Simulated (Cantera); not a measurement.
An adiabatic, constant-volume homogeneous reactor starts with C3H8 : O2 : N2 = 1 : 4.17 : 15.7 (molar parts), equivalence ratio 1.2, at 1400 K and 7500 Torr.

Computed with Cantera and GRI-Mech 3.0 (53 species, 325 reactions). GRI-Mech 3.0 was tuned for natural gas; its chemistry of propane as a main component is partial and can be far from experiment. Above 3000 K some thermodynamic fits are extrapolated.

Q: Predict: time of steepest temperature rise; temperature at 3.00 s; equilibrium temperature; x(O2) at 3.00 s; x(HO2) at 3.00 s; x(CO) at 3.00 s; x(NO2) at 3.00 s; x(H) at 3.00 s.

A: 
| Quantity | Result |
|---|---|
| time of steepest temperature rise | 62.9 µs |
| temperature at 3.00 s | 3156 K |
| equilibrium temperature | 3156 K |
| x(O2) at 3.00 s | 0.00645 (gas-phase equilibrium 0.00645) |
| x(HO2) at 3.00 s | 1.06e-5 (gas-phase equilibrium 1.06e-5) |
| x(CO) at 3.00 s | 0.0756 (gas-phase equilibrium 0.0756) |
| x(NO2) at 3.00 s | 4.24e-6 (gas-phase equilibrium 4.24e-6) |
| x(H) at 3.00 s | 0.00790 (gas-phase equilibrium 0.00790) |
